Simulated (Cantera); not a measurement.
Cantera run:

```python
import numpy as np
import cantera as ct

gas_names = """
    C CN CO CO2 C2 CCN CNC C2N2 C2O C3 C3O2 C4 C4N2 C5 N NCO NO NO2 NO3 N2 N2O O O2 O3 Pb PbO Pb2
""".split()
cond_names = """
    C(gr) Pb(cr) Pb(L) PbO(rd) PbO(yw) PbO(L) PbO2(s) Pb3O4(s)
""".split()


def load(file, names, dense=False):
    # The tables refer to 1 bar. Condensed volumes are neglected.
    table = {s.name: s for s in ct.Species.list_from_file(file)}
    out = []
    for n in names:
        d = dict(table[n].input_data)
        d["thermo"] = dict(d["thermo"], **{"reference-pressure": 1e5})
        if dense:
            d["equation-of-state"] = {"model": "constant-volume", "density": "1e6 g/cm^3"}
        out.append(ct.Species.from_dict(d))
    return out


gas = ct.Solution(thermo="ideal-gas", species=load("nasa_gas.yaml", gas_names))
cond = {s.name: ct.Solution(thermo="fixed-stoichiometry", species=[s], name=s.name)
        for s in load("nasa_condensed.yaml", cond_names, dense=True)}
atoms = {
    'PbO': {'Pb': 1, 'O': 1},
    'CO': {'C': 1, 'O': 1},
    'N2': {'N': 2},
    'O2': {'O': 2},
}
top_T = {'C(gr)': 4500, 'Pb3O4(s)': 820}  # K; cautious upper limits of use, not melting points


def equilibrate(T, P, feed):
    n = {}
    for name, mol in feed.items():
        for a, k in atoms[name].items():
            n[a] = n.get(a, 0.0) + k * mol
    gas.TPX = T, P, n
    mass = sum(n.values()) * gas.mean_molecular_weight
    gas.equilibrate("TP")
    valid = [c for c in cond.values() if c.min_temp <= T <= top_T.get(c.name, c.max_temp)]
    mix = ct.Mixture([(gas, mass / gas.mean_molecular_weight)] + [(c, 0.0) for c in valid])
    mix.T, mix.P = T, P
    mix.equilibrate("TP", solver="vcs", rtol=1e-11, max_steps=5000)
    return mix


results = []
feed = {'PbO': 1, 'CO': 0.2, 'N2': 6.4, 'O2': 1.9}  # mol
T = 1525  # K
P = 5100  # Pa
mix = equilibrate(T, P, feed)
results.append((T, P, feed, dict(zip(mix.species_names, mix.species_moles))))
x = sorted(zip(gas.X, gas.species_names), reverse=True)
print(f"T = {T:g} K  P = {P:g} Pa  gas = {mix.phase_moles(0):.4g} mol")
print("   x: " + "  ".join(f"{s} {v:.3e}" for v, s in x if v > 1e-05))
print("   condensed (mol): " + ("  ".join(f"{mix.phase(i).name} {mix.phase_moles(i):.4g}"
      for i in range(1, mix.n_phases) if mix.phase_moles(i) > 1e-12) or "none"))
```

It prints:

```
T = 1525 K  P = 5100 Pa  gas = 9.428 mol
   x: N2 6.782e-01  O2 1.933e-01  PbO 1.002e-01  CO2 2.121e-02  Pb 5.896e-03  NO 1.228e-03  O 1.102e-05
   condensed (mol): none
```

Method: chemical equilibrium by Gibbs-energy minimisation in Cantera with the NASA 1993 tables (ideal gas, pure condensed phases). Gases not in the tables: (PbO)n polymers.
